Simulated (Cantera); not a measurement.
Charge: 1 mol BN, a varied amount of Cl₂, 1.2 mol N₂, equilibrated at 1048 K and 0.390 bar.

Method: chemical equilibrium by Gibbs-energy minimisation in Cantera with the NASA 1993 tables (ideal gas, pure condensed phases). Candidate condensed phases: B, BN; 10 gas species. Kinetics and transport are ignored.

Problem. At 2.1 mol Cl₂, list the 4 most abundant gas species with their mole fractions, and the condensed phases.

Solution. N₂ 0.515, BCl₃ 0.303, Cl₂ 0.182, Cl 0.000526. Condensed: gas only.
